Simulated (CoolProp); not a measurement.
Values from CoolProp's reference Helmholtz-energy equation of state, Lemmon 2006. It is a short technical equation, of lower accuracy than the large ones.

**Question.** Give the vapour pressure (MPa), vapour density (kg/m³), enthalpy of vaporisation (kJ/kg) of saturated nitrous oxide at -28.35, -1.15 °C.

**Answer.** 
```json
[
 {"T (°C)": "-28.35", "p (MPa)": "1.39", "vapour density (kg/m³)": "35.9", "enthalpy of vaporisation (kJ/kg)": "292"},
 {"T (°C)": "-1.15", "p (MPa)": "3.03", "vapour density (kg/m³)": "82.3", "enthalpy of vaporisation (kJ/kg)": "236"}
]
```
